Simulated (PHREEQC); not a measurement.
A made-up water analysis in mg/L, 20 °C, pH 6.95, pe 8.8:

```
constituent           mg/L
------------------  ------
Na                   0.367
K                   0.0734
Ca                   0.339
Mg                  0.0274
Cl                   0.405
S(6) as SO4          0.418
Alkalinity as HCO3   0.956
Si as SiO2          0.0118
```

Valence states are taken as typed.

Computed with PHREEQC (ion-association model, wateq4f.dat).

| Property | Result |
|---|---|
| ionic strength | 5.04e-5 mol/kgw |
| charge-balance error | 1.7 % |

| species | molality | activity | log γ |
|---|---|---|---|
| Na+ | 1.60e-5 | 1.58e-5 | -0.004 |
| HCO3- | 1.57e-5 | 1.56e-5 | -0.004 |
| Cl- | 1.14e-5 | 1.13e-5 | -0.004 |
| Ca+2 | 8.45e-6 | 8.18e-6 | -0.014 |
| SO4-2 | 4.34e-6 | 4.20e-6 | -0.014 |
| CO2 | 4.21e-6 | 4.21e-6 | 0.000 |
| K+ | 1.88e-6 | 1.86e-6 | -0.004 |
| Mg+2 | 1.13e-6 | 1.09e-6 | -0.014 |
| H4SiO4 | 1.96e-7 | 1.96e-7 | 0.000 |
| H+ | 1.13e-7 | 1.12e-7 | -0.004 |
| OH- | 6.10e-8 | 6.05e-8 | -0.004 |
| CaSO4 | 6.54e-9 | 6.54e-9 | 0.000 |
| CO3-2 | 6.04e-9 | 5.85e-9 | -0.014 |
| CaHCO3+ | 1.51e-9 | 1.49e-9 | -0.004 |

Precipitation was switched off in this run. Species that the database lacks are ignored.
